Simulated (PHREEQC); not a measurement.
Dissolve 0.013 mol Al2(SO4)3 per kg of water at 25 °C and 100 atm. Closed to the air; pH follows from the charge balance.

Model: ion-association model, phreeqc.dat, run in PHREEQC.

No solid was allowed to form.

Question: Predict the pH, ionic strength.

Answer: pH 3.97; ionic strength 0.0549 mol/kgw.

Question: In which forms is Al present?

Answer: AlSO4+ 71 %, Al+3 15 %, Al(SO4)2- 14 %, AlOH+2 0.7 % of the Al.

Examples of supersaturated solids here: Gibbsite (slow to form). Others may be too. Under pressure, the constants of complexes without a molar volume in the database are unreliable.
